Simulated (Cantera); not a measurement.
Charge: 1 mol Cu₂O, 0.3 mol CH₄, 0.48 mol CO, at 2327 °C and 1.10 bar.

Equilibrium computed with Cantera from the NASA thermochemical tables; the gas is ideal and each condensed phase is pure. Candidate condensed phases: C, C₆H₆, C₇H₈, C₈H₁₈, Cu, CuO, Cu(OH)₂, Cu₂O, H₂O; 113 gas species. Equilibrium is a limit: real reactors are often held back by kinetics, nucleation or transport.

Base state: CO 0.275, Cu 0.274, H₂O 0.225, CO₂ 0.126, H₂ 0.0757, H 0.0101, OH 0.00691, Cu₂ 0.00514 (mole fractions); condensed: Cu(l).

Question: What changes in the equilibrium state with this change: temperature from 2327 °C to 975 °C?

Answer: 
| species | before | after |
|---|---|---|
| CO | 0.275 | 0.306 |
| CO₂ | 0.126 | 0.260 |
| H₂O | 0.225 | 0.248 |
| Cu | 0.274 | 4.01e-8 |
| H₂ | 0.0757 | 0.187 |
| H | 0.0101 | 1.93e-7 |
| Cu₂ | 0.00514 | <1e-9 |
| OH | 0.00691 | 2.60e-9 |
| Cu(l), mol | 1.45 | 0 |
| Cu(s), mol | 0 | 2.00 |
